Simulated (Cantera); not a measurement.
Feed: 1 mol SiCl4, 12 mol H2, 0.017 mol Cl2, at 2.90 mbar.

Cantera equilibrium calculation (NASA polynomials, part measured and part estimated; ideal gas, pure solids and liquids). Candidate condensed phases: Si; 19 gas species. The tables' values for SiCl3 are old estimates; treat these amounts as uncertain. The numbers say what is thermodynamically allowed, not how fast it happens. All values below are at 1100 K.

Base state: H2 0.853, HCl 0.0814, SiCl4 0.0377, SiCl2 0.0158, SiCl3 0.00655, SiHCl3 0.00583, SiH2Cl2 0.000108 (mole fractions); condensed: Si(s).

Task: What changes in the equilibrium state with this change: SiCl4 replaced by SiH2Cl2?

Result: 
```csv
species,before,after
H2,0.853,0.910
HCl,0.0814,0.0636
SiCl4,0.0377,0.0123
SiCl2,0.0158,0.00905
SiCl3,0.00655,0.00283
SiHCl3,0.00583,0.00260
SiH2Cl2,0.000108,6.58e-5
"Si(s), mol",0.116,0.629
```
